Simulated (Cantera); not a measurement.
Charge: 1 mol SiCl4, 0.0069 mol Cl2, 6 mol H2, equilibrated at 10.0 mbar.

Cantera equilibrium calculation (NASA polynomials, part measured and part estimated; ideal gas, pure solids and liquids). Candidate condensed phases: Si; 19 gas species. The tables' values for SiCl3, SiCl are old estimates; treat these amounts as uncertain. Equilibrium is a limit: real reactors are often held back by kinetics, nucleation or transport. All values below are at 1523 K.

Base state: H2 0.632, HCl 0.242, SiCl2 0.116, SiCl3 0.00760, SiCl4 0.00149, SiHCl3 0.000436, H 0.000184, Cl 5.64e-5 (mole fractions); condensed: gas only.

Q: What changes in the equilibrium state with this change: SiCl4 replaced by SiH2Cl2?

A: 
| species | before | after |
|---|---|---|
| H2 | 0.632 | 0.813 |
| HCl | 0.242 | 0.123 |
| SiCl2 | 0.116 | 0.0610 |
| SiCl4 | 0.00149 | 0.000158 |
| SiCl3 | 0.00760 | 0.00180 |
| SiHCl3 | 0.000436 | 0.000117 |
| Si(s), mol | 0 | 0.495 |
